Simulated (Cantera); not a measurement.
An adiabatic, constant-volume homogeneous reactor starts with 7.75 % CH₄, 19.4 % O₂, 72.9 % N₂, equivalence ratio 0.80, at 1275 K and 0.740 bar.

Detailed kinetics in Cantera: GRI-Mech 3.0 (53 species, 325 reactions).

Question: Predict: time of steepest temperature rise; temperature at 0.200 s; equilibrium temperature; x(O₂) at 0.200 s; x(NO) at 0.200 s.

Answer: 
```
Quantity                                                          Result
---------------------------------  -------------------------------------
time of steepest temperature rise                                17.6 ms
temperature at 0.200 s                                            2731 K
equilibrium temperature                                           2731 K
x(O₂) at 0.200 s                   0.0399 (gas-phase equilibrium 0.0399)
x(NO) at 0.200 s                   0.0138 (gas-phase equilibrium 0.0138)
```
